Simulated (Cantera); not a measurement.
A perfectly stirred reactor is fed with 0.764 % CH3OH, 2.51 % O2, 96.7 % N2, equivalence ratio 0.46, at 5.80 bar; it is held at 1300 K, and followed from long to short residence time.

Cantera simulation using GRI-Mech 3.0 (53 species, 325 reactions); the numbers are that mechanism's predictions, not measurements. GRI-Mech 3.0 was tuned for natural gas; its chemistry of methanol as a main component is partial and can be far from experiment.

**Question.** Predict: x(CH3OH) at τ = 0.950 s; x(O2) at τ = 0.950 s; x(CO2) at τ = 0.950 s; x(NO) at τ = 0.950 s; x(CH3OH) at τ = 70.0 ms; x(O2) at τ = 70.0 ms; x(CO2) at τ = 70.0 ms; x(NO) at τ = 70.0 ms.

**Answer.** 
```json
{
 "x(CH3OH) at τ = 0.950 s": "3.02e-6",
 "x(O2) at τ = 0.950 s": "0.0137",
 "x(CO2) at τ = 0.950 s": "0.00751",
 "x(NO) at τ = 0.950 s": "1.38e-7",
 "x(CH3OH) at τ = 70.0 ms": "2.16e-5",
 "x(O2) at τ = 70.0 ms": "0.0141",
 "x(CO2) at τ = 70.0 ms": "0.00682",
 "x(NO) at τ = 70.0 ms": "1.08e-7"
}
```
